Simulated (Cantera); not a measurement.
Input: 1 mol SiHCl₃, a varied amount of H₂, held at 1750 K and 67.5 Torr.

These are equilibrium values from Cantera (NASA tables, ideal gas, pure condensed phases), not measurements of a reactor. Candidate condensed phases: Si; 19 gas species. The tables' values for SiCl₃, SiCl are old estimates; treat these amounts as uncertain. Gases not in the tables: Si₂H₆ and higher silanes. Rates play no part.

x: gas mole fraction; n: condensed amount in mol.

```json
[
 {"n(H₂) (mol)": "3.8", "x H₂": "0.655", "x HCl": "0.177", "x SiCl₂": "0.159", "x SiCl₃": "0.00662", "n Si(l)": "0.0349"},
 {"n(H₂) (mol)": "5.1", "x H₂": "0.709", "x HCl": "0.162", "x SiCl₂": "0.123", "x SiCl₃": "0.00449", "n Si(l)": "0.0923"},
 {"n(H₂) (mol)": "6.8", "x H₂": "0.757", "x HCl": "0.145", "x SiCl₂": "0.0928", "x SiCl₃": "0.00294", "n Si(l)": "0.154"},
 {"n(H₂) (mol)": "9.2", "x H₂": "0.803", "x HCl": "0.127", "x SiCl₂": "0.0672", "x SiCl₃": "0.00181", "n Si(l)": "0.224"},
 {"n(H₂) (mol)": "12", "x H₂": "0.837", "x HCl": "0.112", "x SiCl₂": "0.0494", "x SiCl₃": "0.00114", "n Si(l)": "0.289"},
 {"n(H₂) (mol)": "17", "x H₂": "0.875", "x HCl": "…", "x SiCl₂": "…", "x SiCl₃": "0.000596", "n Si(l)": "…"},
 {"n(H₂) (mol)": "22", "x H₂": "0.898", "x HCl": "0.0783", "x SiCl₂": "0.0227", "x SiCl₃": "0.000356", "n Si(l)": "0.444"},
 {"n(H₂) (mol)": "30", "x H₂": "0.921", "x HCl": "0.0637", "x SiCl₂": "0.0147", "x SiCl₃": "0.000185", "n Si(l)": "0.522"},
 {"n(H₂) (mol)": "40", "x H₂": "0.938", "x HCl": "0.0519", "x SiCl₂": "0.00955", "x SiCl₃": "9.72e-5", "n Si(l)": "0.591"},
 {"n(H₂) (mol)": "54", "x H₂": "0.952", "x HCl": "0.0414", "x SiCl₂": "0.00598", "x SiCl₃": "4.81e-5", "n Si(l)": "0.658"},
 {"n(H₂) (mol)": "73", "x H₂": "0.963", "x HCl": "0.0326", "x SiCl₂": "0.00366", "x SiCl₃": "2.30e-5", "n Si(l)": "0.719"},
 {"n(H₂) (mol)": "99", "x H₂": "0.972", "x HCl": "…", "x SiCl₂": "…", "x SiCl₃": "1.06e-5", "n Si(l)": "0.772"},
 {"n(H₂) (mol)": "130", "x H₂": "0.978", "x HCl": "0.0200", "x SiCl₂": "0.00135", "x SiCl₃": "5.19e-6", "n Si(l)": "0.813"}
]
```

Problem. What belongs in the gaps?

Solution. 
- 99, x HCl: 0.0253
- 99, x SiCl₂: 0.00218
- 17, x HCl: 0.0918
- 17, x SiCl₂: 0.0320
- 17, n Si(l): 0.377
